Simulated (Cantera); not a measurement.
A Cantera script and what it prints.

```python
import numpy as np
import cantera as ct

gas_names = """
    F F2 H HF H2 H2F2 H3F3 H4F4 H5F5 H6F6 H7F7 Mg MgF MgF2 MgH MgN Mg2 Mg2F4 N NF NF2 NF3 NH NH2 NH3 N2
    N2H2 N2H4
""".split()
cond_names = """
    Mg(cr) Mg(L) MgF2(s) MgF2(L)
""".split()


# ... load() reads the species with a 1 bar reference pressure and builds the phases ...
atoms = {
    'MgF2': {'Mg': 1, 'F': 2},
    'H2': {'H': 2},
    'N2': {'N': 2},
}
top_T = {}  # K; cautious upper limits of use, not melting points


# ... equilibrate(T, P, feed) seeds the gas with the atoms and calls Mixture.equilibrate('TP', solver="vcs", rtol=1e-11, max_steps=5000) ...
results = []
T = 1775  # K
P = 1333.22  # Pa
for m in [1.8, 2.4, 3.1, 4.1, 5.4, 7, 9.2, 12, 16, 21, 27, 35, 46]:
    feed = {'MgF2': 1, 'H2': m, 'N2': 14}  # mol
    mix = equilibrate(T, P, feed)
    results.append((T, P, feed, dict(zip(mix.species_names, mix.species_moles))))
    x = sorted(zip(gas.X, gas.species_names), reverse=True)
    print(f"T = {T:g} K  P = {P:g} Pa  n(H2) = {m:g} mol  gas = {mix.phase_moles(0):.4g} mol")
    print("   x: " + "  ".join(f"{s} {v:.3e}" for v, s in x if v > 1e-06))
    print("   condensed (mol): " + ("  ".join(f"{mix.phase(i).name} {mix.phase_moles(i):.4g}"
          for i in range(1, mix.n_phases) if mix.phase_moles(i) > 1e-12) or "none"))
```

It prints:

```
T = 1775 K  P = 1333.22 Pa  n(H2) = 1.8 mol  gas = 17.1 mol
   x: N2 8.185e-01  H2 8.747e-02  MgF2 3.856e-02  HF 3.480e-02  Mg 1.490e-02  MgF 4.992e-03  H 7.413e-04  MgH 6.764e-06  Mg2F4 4.497e-06
   condensed (mol): none
T = 1775 K  P = 1333.22 Pa  n(H2) = 2.4 mol  gas = 17.74 mol
   x: N2 7.894e-01  H2 1.164e-01  HF 3.705e-02  MgF2 3.537e-02  Mg 1.604e-02  MgF 4.960e-03  H 8.551e-04  MgH 8.399e-06  Mg2F4 3.784e-06
   condensed (mol): none
T = 1775 K  P = 1333.22 Pa  n(H2) = 3.1 mol  gas = 18.47 mol
   x: N2 7.581e-01  H2 1.480e-01  HF 3.882e-02  MgF2 3.230e-02  Mg 1.696e-02  MgF 4.875e-03  H 9.642e-04  MgH 1.002e-05  Mg2F4 3.155e-06
   condensed (mol): none
T = 1775 K  P = 1333.22 Pa  n(H2) = 4.1 mol  gas = 19.5 mol
   x: N2 7.178e-01  H2 1.895e-01  HF 4.040e-02  MgF2 2.871e-02  Mg 1.783e-02  MgF 4.712e-03  H 1.091e-03  MgH 1.192e-05  Mg2F4 2.493e-06
   condensed (mol): none
T = 1775 K  P = 1333.22 Pa  n(H2) = 5.4 mol  gas = 20.84 mol
   x: N2 6.716e-01  H2 2.377e-01  HF 4.147e-02  MgF2 2.500e-02  Mg 1.848e-02  MgF 4.476e-03  H 1.222e-03  MgH 1.383e-05  Mg2F4 1.890e-06
   condensed (mol): none
T = 1775 K  P = 1333.22 Pa  n(H2) = 7 mol  gas = 22.49 mol
   x: N2 6.226e-01  H2 2.896e-01  HF 4.194e-02  MgF2 2.141e-02  Mg 1.886e-02  MgF 4.185e-03  H 1.349e-03  MgH 1.558e-05  Mg2F4 1.386e-06
   condensed (mol): none
T = 1775 K  P = 1333.22 Pa  n(H2) = 9.2 mol  gas = 24.73 mol
   x: N2 5.660e-01  H2 3.503e-01  HF 4.176e-02  Mg 1.896e-02  MgF2 1.764e-02  MgF 3.809e-03  H 1.484e-03  MgH 1.723e-05
   condensed (mol): none
T = 1775 K  P = 1333.22 Pa  n(H2) = 12 mol  gas = 27.59 mol
   x: N2 5.075e-01  H2 4.138e-01  HF 4.087e-02  Mg 1.872e-02  MgF2 1.412e-02  MgF 3.386e-03  H 1.612e-03  MgH 1.849e-05
   condensed (mol): none
T = 1775 K  P = 1333.22 Pa  n(H2) = 16 mol  gas = 31.65 mol
   x: H2 4.852e-01  N2 4.424e-01  HF 3.906e-02  Mg 1.807e-02  MgF2 1.062e-02  MgF 2.886e-03  H 1.746e-03  MgH 1.932e-05
   condensed (mol): none
T = 1775 K  P = 1333.22 Pa  n(H2) = 21 mol  gas = 36.71 mol
   x: H2 5.529e-01  N2 3.814e-01  HF 3.661e-02  Mg 1.709e-02  MgF2 7.742e-03  MgF 2.395e-03  H 1.864e-03  MgH 1.950e-05
   condensed (mol): none
T = 1775 K  P = 1333.22 Pa  n(H2) = 27 mol  gas = 42.76 mol
   x: H2 6.135e-01  N2 3.274e-01  HF 3.377e-02  Mg 1.589e-02  MgF2 5.523e-03  H 1.963e-03  MgF 1.951e-03  MgH 1.911e-05
   condensed (mol): none
T = 1775 K  P = 1333.22 Pa  n(H2) = 35 mol  gas = 50.82 mol
   x: H2 6.724e-01  N2 2.755e-01  HF 3.041e-02  Mg 1.443e-02  MgF2 3.709e-03  H 2.055e-03  MgF 1.523e-03  MgH 1.816e-05
   condensed (mol): none
T = 1775 K  P = 1333.22 Pa  n(H2) = 46 mol  gas = 61.89 mol
   x: H2 7.289e-01  N2 2.262e-01  HF 2.658e-02  Mg 1.271e-02  MgF2 2.303e-03  H 2.140e-03  MgF 1.127e-03  MgH 1.666e-05
   condensed (mol): none
```

Cantera equilibrium calculation (NASA polynomials, part measured and part estimated; ideal gas, pure solids and liquids). The tables' values for MgH are old estimates; treat these amounts as uncertain.
